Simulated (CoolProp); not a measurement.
Vapour pressure (MPa) of toluene: the reference equation beside estimates from Tc = 591.7 K, pc = 4.126 MPa, ω = 0.266.

Computed with CoolProp (reference Helmholtz-energy equation of state, Lemmon 2006). It is a short technical equation, of lower accuracy than the large ones.

```csv
T (K),reference,van der Waals,Redlich-Kwong,Peng-Robinson
360,0.04898,0.3881,0.09757,0.04905
376.3,0.08161,0.4974,0.1517,0.08146
392.6,0.1294,0.6256,0.2256,0.1290
408.9,0.1968,0.7741,0.3232,0.1960
425.1,0.2878,0.9428,0.4473,0.2868
441.4,0.4087,1.135,0.6034,0.4079
457.7,0.5646,1.351,0.7944,0.5646
474,0.7615,1.591,1.024,0.7632
490.3,1.006,1.857,1.296,1.011
506.6,1.305,2.149,1.613,1.314
522.8,1.663,2.465,1.976,1.678
539.1,2.095,2.812,2.393,2.116
```

Absolute difference from the reference over all 12 rows, mean and median: van der Waals 230.3 and 158.5 %, Redlich-Kwong 48.9 and 44.2 %, Peng-Robinson 0.4 and 0.3 %.
